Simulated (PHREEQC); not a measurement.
Solution (25 °C): 0.00828 mol/kgw LiOH, 0.00029 mol/kgw K2SiO3 and 0.00012 mol/kgw K2CO3. Closed to the air; pH follows from the charge balance.

All values are PHREEQC results (ion-association model, phreeqc.dat), not measurements.

No solid was allowed to form.

Problem. What pH, specific conductance does the model give?

Solution. pH 11.88; specific conductance 1950 µS/cm.

Problem. In which forms is Si present?

Solution. H3SiO4- 93 %, H2SiO4-2 6.4 %, H4SiO4 0.7 % of the Si.
